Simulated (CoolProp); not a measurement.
Dimethyl carbonate along the isotherm 326.85 °C: fugacity coefficient from the reference equation and from simpler models built on Tc = 283.9 °C, pc = 4909 kPa, ω = 0.346; each cubic takes its own stable root.

Values from CoolProp's reference Helmholtz-energy equation of state, Zhou 2011.

| p (kPa) | phase | reference | van der Waals | Soave-Redlich-Kwong |
|---|---|---|---|---|
| 944 | gas | 0.9487 | 0.9526 | 0.9505 |
| 1890 | gas | 0.8986 | 0.9055 | 0.9021 |
| 2830 | gas | 0.8499 | 0.8588 | 0.8550 |
| 3780 | gas | 0.8015 | 0.8115 | 0.8084 |
| 4720 | gas | 0.7542 | 0.7640 | 0.7630 |
| 5660 | supercritical | 0.7073 | 0.7148 | 0.7183 |
| 6610 | supercritical | 0.6607 | 0.6617 | 0.6738 |
| 7550 | supercritical | 0.6160 | 0.6121 | 0.6313 |
| 8500 | supercritical | 0.5744 | 0.5709 | 0.5921 |
| 9440 | supercritical | 0.5385 | 0.5377 | 0.5584 |
| 10400 | supercritical | 0.5071 | 0.5099 | 0.5290 |
| 11300 | supercritical | 0.4821 | 0.4883 | 0.5055 |
| 12300 | supercritical | 0.4582 | 0.4682 | 0.4831 |
